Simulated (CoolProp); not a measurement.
Model: reference Helmholtz-energy equation of state, Guder 2009, in CoolProp.

For sulfur hexafluoride, give the phase and the cv (kJ/(kg K)), conductivity (mW/(m K)), Prandtl number at 21.55 °C and 0.198 MPa; 55.85 °C and 1.64 MPa; 335.55 °C and 0.0628 MPa.


- 21.55 °C and 0.198 MPa: gas; cv 0.605, conductivity 12.8, Prandtl number 0.789
- 55.85 °C and 1.64 MPa: gas; cv 0.674, conductivity 16.6, Prandtl number 0.827
- 335.55 °C and 0.0628 MPa: gas; cv 0.879, conductivity 34.6, Prandtl number 0.755

Viscosity comes from a separate model (Quiñones-Cisneros 2012). Thermal conductivity comes from a separate model (Assael 2012).
